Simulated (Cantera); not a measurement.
A closed system holds: 1 mol SiH2Cl2, 0.024 mol C2H2, 18 mol H2, 0.59 mol HCl, held at 2450 K and 0.100 bar.

Cantera equilibrium calculation (NASA polynomials, part measured and part estimated; ideal gas, pure solids and liquids). Candidate condensed phases: C, C6H6, C7H8, C8H18, Si, SiC; 109 gas species. The tables' values for SiCl, SiCl3 are old estimates; treat these amounts as uncertain. Gases not in the tables: Si2H6 and higher silanes. Kinetics and transport are ignored.

Base state: H2 0.807, HCl 0.0880, H 0.0571, Si 0.0240, SiCl2 0.0109, Cl 0.00442, SiCl 0.00375, SiH 0.00195 (mole fractions); condensed: gas only.

Q: What changes in the equilibrium state with this change: temperature from 2450 K to 1250 K?

A: 
```json
[
 {"species": "H2", "before": "0.807", "after": "0.918"},
 {"species": "HCl", "before": "0.0880", "after": "0.0578"},
 {"species": "SiCl2", "before": "0.0109", "after": "0.00917"},
 {"species": "H", "before": "0.0571", "after": "1.46e-6"},
 {"species": "Si", "before": "0.0240", "after": "<1e-9"},
 {"species": "SiH", "before": "0.00195", "after": "<1e-9"},
 {"species": "Si2C", "before": "0.00160", "after": "<1e-9"},
 {"species": "Si2", "before": "0.000442", "after": "<1e-9"},
 {"species": "SiCl4", "before": "2.82e-8", "after": "0.00726"},
 {"species": "SiCl", "before": "0.00375", "after": "1.49e-8"},
 {"species": "Si(s), mol", "before": "0", "after": "0.466"},
 {"species": "SiC(s), mol", "before": "0", "after": "0.0480"}
]
```
Mutual solubility and eutectic melting of coexisting phases are not modelled. The tables' values for SiCl3 are old estimates; treat these amounts as uncertain.
